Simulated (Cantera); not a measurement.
An adiabatic, constant-pressure homogeneous reactor starts with CH₄ : H₂ : O₂ : N₂ = 1 : 0.077 : 3 : 11.3 (molar parts), equivalence ratio 0.68, at 1650 K and 29.0 bar. Integrator tolerance rtol = 1e-08.

Detailed kinetics in Cantera: GRI-Mech 3.0 (53 species, 325 reactions). The pressure lies above the range GRI-Mech 3.0 was tuned for (to about 10 atm).

| quantity | before | after |
|---|---|---|
| time of steepest temperature rise | 15.3 µs | 62.7 µs |
| temperature at 0.500 s | 2812 K | 2739 K |
| equilibrium temperature | 2812 K | 2739 K |
| x(CH₄) at 0.500 s | <1e-12 (gas-phase equilibrium <1e-12) | <1e-12 (gas-phase equilibrium <1e-12) |
| x(H₂) at 0.500 s | 0.00230 (gas-phase equilibrium 0.00230) | 0.00395 (gas-phase equilibrium 0.00395) |
| x(O₂) at 0.500 s | 0.0538 (gas-phase equilibrium 0.0538) | 0.0556 (gas-phase equilibrium 0.0556) |
| x(N₂O) at 0.500 s | 5.24e-6 (gas-phase equilibrium 5.24e-6) | 1.98e-6 (gas-phase equilibrium 1.98e-6) |
| x(C₂H₂) at 0.500 s | <1e-12 (gas-phase equilibrium <1e-12) | <1e-12 (gas-phase equilibrium <1e-12) |
| x(C₂H₆) at 0.500 s | <1e-12 (gas-phase equilibrium <1e-12) | <1e-12 (gas-phase equilibrium <1e-12) |

Task: Name the change that produced these shifts.
A) pressure from 29.0 bar to 0.230 bar
B) pressure from 29.0 bar to 1.01 bar
C) initial temperature 1650 to 1150 K
D) pressure from 29.0 bar to 5.00 bar

Result: D, pressure from 29.0 bar to 5.00 bar
